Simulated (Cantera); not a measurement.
Feed: 1 mol AlCl3, 17 mol O2, a varied amount of N2, 0.98 mol N2O, at 1873.15 K and 33.0 mbar.

Cantera equilibrium calculation (NASA polynomials, part measured and part estimated; ideal gas, pure solids and liquids). Candidate condensed phases: Al, AlCl3, AlN, Al2O3; 24 gas species. Equilibrium is a limit: real reactors are often held back by kinetics, nucleation or transport.

Question: At 13 mol N2, list the 6 most abundant gas species with their mole fractions, and the condensed phases.

Answer: O2 0.493, N2 0.412, Cl 0.0863, NO 0.00585, Cl2 0.00127, O 0.000915. Condensed: Al2O3(s).
